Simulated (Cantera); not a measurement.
Input: 1 mol V2O5, 81 mol H2, 0.42 mol H2O, equilibrated at 1902 °C and 101000 Pa.

These are equilibrium values from Cantera (NASA tables, ideal gas, pure condensed phases), not measurements of a reactor. Candidate condensed phases: H2O, V, VO, V2O3, V2O4, V2O5; 12 gas species. VO: taken at fixed stoichiometry. Equilibrium is a limit: real reactors are often held back by kinetics, nucleation or transport.

Base state: H2 0.953, H2O 0.0418, H 0.00474, VO2 0.000117, OH 2.79e-5, VO 1.93e-5 (mole fractions); condensed: VO(l).

### Question
What changes in the equilibrium state with this change: temperature from 1902 °C to 1702 °C?

### Answer
| species | before | after |
|---|---|---|
| H2 | 0.953 | 0.969 |
| H2O | 0.0418 | 0.0297 |
| H | 0.00474 | 0.00134 |
| VO2 | 0.000117 | 9.37e-6 |
| VO | 1.93e-5 | 1.22e-6 |
| OH | 2.79e-5 | 3.91e-6 |
| VO(l), mol | 1.99 | 0 |
| V2O3(s), mol | 0 | 1.000 |
Condensed phases not in the tables: the oxides between V2O3 and V2O5 other than VO2.
